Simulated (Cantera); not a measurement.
Input (Python, Cantera) and output of one run.

```python
import numpy as np
import cantera as ct

gas_names = """
    C CO COS CO2 CS CS2 C2 C2O C3 C3O2 C4 C5 Mg MgO MgS Mg2 O O2 O3 S SO SO2 SO3 S2 S2O S8
""".split()
cond_names = """
    C(gr) Mg(cr) Mg(L) MgCO3(s) MgO(s) MgO(L) MgS(s) MgSO4(s) MgSO4(L) S(cr1) S(cr2) S(L)
""".split()


# ... load() reads the species with a 1 bar reference pressure and builds the phases ...
atoms = {
    'MgCO3': {'Mg': 1, 'C': 1, 'O': 3},
    'SO3': {'S': 1, 'O': 3},
    'CO2': {'C': 1, 'O': 2},
}
top_T = {'C(gr)': 4500, 'MgS(s)': 2250}  # K; cautious upper limits of use, not melting points


# ... equilibrate(T, P, feed) seeds the gas with the atoms and calls Mixture.equilibrate('TP', solver="vcs", rtol=1e-11, max_steps=5000) ...
results = []
feed = {'MgCO3': 1, 'SO3': 0.45, 'CO2': 0.11}  # mol
T = 723  # K
P = 14000  # Pa
mix = equilibrate(T, P, feed)
results.append((T, P, feed, dict(zip(mix.species_names, mix.species_moles))))
x = sorted(zip(gas.X, gas.species_names), reverse=True)
print(f"T = {T:g} K  P = {P:g} Pa  gas = {mix.phase_moles(0):.4g} mol")
print("   x: " + "  ".join(f"{s} {v:.3e}" for v, s in x if v > 1e-05))
print("   condensed (mol): " + ("  ".join(f"{mix.phase(i).name} {mix.phase_moles(i):.4g}"
      for i in range(1, mix.n_phases) if mix.phase_moles(i) > 1e-12) or "none"))
```

Result:

```
T = 723 K  P = 14000 Pa  gas = 1.11 mol
   x: CO2 1.000e+00
   condensed (mol): MgO(s) 0.55  MgSO4(s) 0.45
```

Cantera equilibrium calculation (NASA polynomials, part measured and part estimated; ideal gas, pure solids and liquids).
